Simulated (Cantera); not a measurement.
**Fluorocarbon and chlorocarbon gases: CCl4 + F2**

Input: 1 mol CCl4, 0.016 mol F2, held at 0.00133 bar.

Cantera equilibrium calculation (NASA polynomials, part measured and part estimated; ideal gas, pure solids and liquids). Candidate condensed phases: C; 27 gas species. The tables' values for CCl are old estimates; treat these amounts as uncertain. The numbers say what is thermodynamically allowed, not how fast it happens.

From 2425 K to 2825 K the condensed part is C(graphite). From 2925 K to 3425 K nothing is condensed. The main C-bearing gas is C3 at 2425 K and C at 3425 K.

```json
[
 {"T (K)": "2425", "x Cl": "0.992", "x C": "4.31e-5", "x C3": "0.000112", "x C2": "1.02e-5", "x F": "0.00771", "x C5": "2.38e-7", "x CF": "0.000198", "n C(graphite)": "0.998"},
 {"T (K)": "2525", "x Cl": "0.991", "x C": "0.000175", "x C3": "0.000548", "x C2": "5.07e-5", "x F": "0.00765", "x C5": "1.82e-6", "x CF": "0.000269", "n C(graphite)": "0.991"},
 {"T (K)": "2625", "x Cl": "0.989", "x C": "0.000641", "x C3": "0.00237", "x C2": "0.000224", "x F": "0.00755", "x C5": "1.18e-5", "x CF": "0.000355", "n C(graphite)": "0.965"},
 {"T (K)": "2725", "x Cl": "0.980", "x C": "0.00213", "x C3": "0.00917", "x C2": "0.000882", "x F": "0.00738", "x C5": "6.71e-5", "x CF": "0.000453", "n C(graphite)": "0.868"},
 {"T (K)": "2825", "x Cl": "0.950", "x C": "0.00648", "x C3": "0.0321", "x C2": "0.00315", "x F": "0.00705", "x C5": "0.000335", "x CF": "0.000553", "n C(graphite)": "0.530"},
 {"T (K)": "2925", "x Cl": "0.905", "x C": "0.0156", "x C3": "0.0637", "x C2": "0.00749", "x F": "0.00668", "x C5": "0.000671", "x CF": "0.000561", "n C(graphite)": "0"},
 {"T (K)": "3025", "x Cl": "0.897", "x C": "0.0276", "x C3": "0.0577", "x C2": "0.0103", "x F": "0.00670", "x C5": "0.000376", "x CF": "0.000469", "n C(graphite)": "0"},
 {"T (K)": "3125", "x Cl": "0.884", "x C": "0.0462", "x C3": "0.0490", "x C2": "0.0131", "x F": "0.00669", "x C5": "0.000194", "x CF": "0.000385", "n C(graphite)": "0"},
 {"T (K)": "3225", "x Cl": "0.868", "x C": "0.0721", "x C3": "0.0377", "x C2": "0.0154", "x F": "0.00664", "x C5": "8.72e-5", "x CF": "0.000306", "n C(graphite)": "0"},
 {"T (K)": "3325", "x Cl": "0.848", "x C": "0.104", "x C3": "0.0251", "x C2": "0.0161", "x F": "0.00655", "x C5": "3.16e-5", "x CF": "0.000233", "n C(graphite)": "0"},
 {"T (K)": "3425", "x Cl": "0.829", "x C": "0.136", "x C3": "0.0138", "x C2": "0.0146", "x F": "0.00646", "x C5": "8.48e-6", "x CF": "0.000167", "n C(graphite)": "0"}
]
```
x: gas mole fraction; n: condensed amount in mol.
